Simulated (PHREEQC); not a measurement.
Make-up at 25 °C: 0.0017 mol Pb(NO3)2, 0.0032 mol H3AsO4 and 9e-05 mol HCl per kg of water. Closed to the air; pH follows from the charge balance.

The numbers come from PHREEQC with the ion-association model, wateq4f.dat.

Each row changes one thing in this solution. This is a speciation only: nothing precipitates in the calculation.

| case | pH | ionic strength (mol/kgw) | Cl- (mol/kgw) |
|---|---|---|---|
| as made | 2.66 | 0.00736 | 8.61e-5 |
| H3AsO4 left out | 4.07 | 0.00506 | [?] |
| H3AsO4 from 0.0032 to 0.0016 mol/kgw | 2.89 | 0.00636 | 8.60e-5 |
| Pb(NO3)2 left out | [?] | 0.00234 | 9.00e-5 |
| HCl replaced by ZnCl2 at the same molality | 2.67 | 0.00755 | 0.000172 |

**Question.** Fill in the missing entries.

**Answer.** 
- H3AsO4 left out, Cl- (mol/kgw): 8.59e-5
- Pb(NO3)2 left out, pH: 2.65

The database has no arsenate complexes of Pb, Zn.
